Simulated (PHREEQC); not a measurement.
A solution holds 0.0075 mol/kgw Fe(NO3)3, 0.073 mol/kgw H2SeO4 and 0.2 mol/kgw CsOH, at 62 °C. Closed to the air; pH follows from the charge balance.

Computed with PHREEQC (ion-association model, wateq4f.dat).

This is a speciation only: nothing precipitates in the calculation.

Question: Estimate the pH, activity of water, ionic strength.

Answer: pH 11.19; activity of water 0.994; ionic strength 0.273 mol/kgw.

Examples of supersaturated solids here: Hematite (slow to form), Goethite (slow to form). Others may be too. Away from 25 °C the constants follow the database's enthalpies or fits; those with neither stay at their 25 °C values.
